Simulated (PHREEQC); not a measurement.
1 kg of water holding 160 mmol/kgw NaCl and 27 mmol/kgw Na2SO4 meets 20 L of dry gas (H2 1 by moles) at fixed total pressure, at 25 °C; fugacities by Peng-Robinson. The gases take part in no redox reaction, some water evaporates into the gas, and hydrates or a liquid gas phase aren't modelled. Precipitation was switched off in this run.

All values are PHREEQC results (ion-association model, phreeqc.dat), not measurements.

```
P (atm)  dissolved H2 (mol/kgw)  φ of H2
-------  ----------------------  -------
2                       0.00148    1.000
5                       0.00372    1.001
10                      0.00743    1.003
30                       0.0220    1.008
40                       0.0290    1.011
50                       0.0360    1.014
75                       0.0528    1.022
100                      0.0690    1.031
200                       0.127    1.070
300                       0.178    1.116
400                       0.221    1.170
```
